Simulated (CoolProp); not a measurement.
Carbonyl sulfide along the isobar 7350 kPa: Z from the reference equation and from simpler models built on Tc = 378.8 K, pc = 6369 kPa, ω = 0.098; each cubic takes its own stable root.

The numbers come from the reference Helmholtz-energy equation of state, Lemmon 2006 in CoolProp. It is a short technical equation, of lower accuracy than the large ones.

| T (K) | phase | reference | van der Waals | Redlich-Kwong | Soave-Redlich-Kwong | Peng-Robinson |
|---|---|---|---|---|---|---|
| 148.2 | liquid | 0.2692 | 0.4216 | 0.2845 | 0.2860 | 0.2551 |
| 156.6 | liquid | 0.2579 | 0.4028 | 0.2720 | 0.2733 | 0.2436 |
| 165.1 | liquid | 0.2477 | 0.3859 | 0.2609 | 0.2619 | 0.2333 |
| 173.6 | liquid | 0.2386 | 0.3707 | 0.2510 | 0.2517 | 0.2241 |
| 182.1 | liquid | 0.2304 | 0.3572 | 0.2422 | 0.2427 | 0.2159 |
| 190.6 | liquid | 0.2230 | 0.3450 | 0.2343 | 0.2346 | 0.2086 |
| 199 | liquid | 0.2164 | 0.3341 | 0.2274 | 0.2275 | 0.2022 |
| 207.5 | liquid | 0.2104 | 0.3242 | 0.2212 | 0.2210 | 0.1963 |
| 216 | liquid | 0.2050 | 0.3152 | 0.2156 | 0.2152 | 0.1911 |
| 224.5 | liquid | 0.2001 | 0.3071 | 0.2107 | 0.2101 | 0.1864 |
